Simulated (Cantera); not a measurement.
Input (Python, Cantera):

```python
import numpy as np
import cantera as ct

gas = ct.Solution("gri30.yaml")
gas.TPX = 450, 500000, {'CH4': 1, 'H2': 0.055, 'O2': 1.45, 'N2': 3.77}
flame = ct.FreeFlame(gas, width=0.013)
flame.set_refine_criteria(ratio=3, slope=0.08, curve=0.16)
flame.transport_model = "mixture-averaged"
flame.solve(loglevel=0, auto=True)
flame.transport_model = "multicomponent"
flame.soret_enabled = False
flame.solve(loglevel=0, refine_grid=True)
z, T = flame.grid, flame.T
thick = (T[-1] - T[0]) / np.gradient(T, z).max()
show = ['CH4', 'H2', 'O2', 'NO', 'CH2', 'N2O']
print(f"laminar burning velocity  {flame.velocity[0] * 100:.3f} cm/s")
print(f"burnt temperature         {T[-1]:.1f} K")
print(f"thermal thickness         {thick * 1e3:.4f} mm")
print(f"grid points               {len(z)}")
z0 = z[flame.heat_release_rate.argmax()]
print(f"{'z/mm':>9s}{'T/K':>9s}{'u/(m/s)':>9s}" + "".join(f"{s:>11s}" for s in show))
rows = []
for k in (-3, -2, -1.5, -1, -0.5, -0.25, 0, 0.25, 0.5, 1, 2, 4, 8):
    zz = z0 + k * thick
    rows.append([k * thick, np.interp(zz, z, T), np.interp(zz, z, flame.velocity),
                 *(np.interp(zz, z, flame.X[gas.species_index(s)]) for s in show)])
    print(f"{rows[-1][0] * 1e3:9.3f}{rows[-1][1]:9.1f}{rows[-1][2]:9.3f}" + "".join(f"{x:11.3e}" for x in rows[-1][3:]))
```

It prints:

```
laminar burning velocity  49.565 cm/s
burnt temperature         2400.4 K
thermal thickness         0.1131 mm
grid points               149
     z/mm      T/K  u/(m/s)        CH4         H2         O2         NO        CH2        N2O
   -0.339    450.4    0.497  1.590e-01  1.106e-02  2.305e-01  4.773e-10 -7.706e-20  9.011e-13
   -0.226    455.6    0.505  1.579e-01  1.576e-02  2.291e-01  8.282e-09  2.605e-16  2.411e-11
   -0.170    475.4    0.530  1.558e-01  2.188e-02  2.265e-01  4.574e-08  1.631e-14  1.620e-10
   -0.113    604.3    0.684  1.459e-01  3.401e-02  2.149e-01  5.006e-07  5.921e-12  1.966e-09
   -0.057   1170.5    1.364  1.005e-01  5.195e-02  1.596e-01  7.120e-06  3.833e-08  2.203e-08
   -0.028   1639.0    1.943  5.729e-02  6.116e-02  1.034e-01  1.663e-05  3.618e-06  5.080e-08
    0.000   2057.6    2.476  1.813e-02  6.751e-02  4.457e-02  3.161e-05  6.546e-05  6.945e-08
    0.028   2264.8    2.739  3.710e-03  6.938e-02  1.342e-02  5.572e-05  9.141e-05  5.370e-08
    0.057   2333.8    2.820  8.843e-04  7.064e-02  3.738e-03  8.314e-05  4.093e-05  4.214e-08
    0.113   2368.0    2.855  1.083e-04  7.279e-02  4.186e-04  1.227e-04  5.628e-06  3.361e-08
    0.226   2383.3    2.870  6.848e-06  7.407e-02  7.470e-05  1.569e-04  2.774e-07  2.619e-08
    0.452   2393.5    2.881  2.116e-07  7.441e-02  4.120e-05  1.761e-04  5.989e-09  2.124e-08
    0.905   2399.0    2.887  3.017e-09  7.451e-02  2.786e-05  1.828e-04  6.188e-11  1.892e-08
```

Cantera simulation using GRI-Mech 3.0 (53 species, 325 reactions); the numbers are that mechanism's predictions, not measurements. Burning velocities carry a grid error of a few per cent, more on coarse grids.
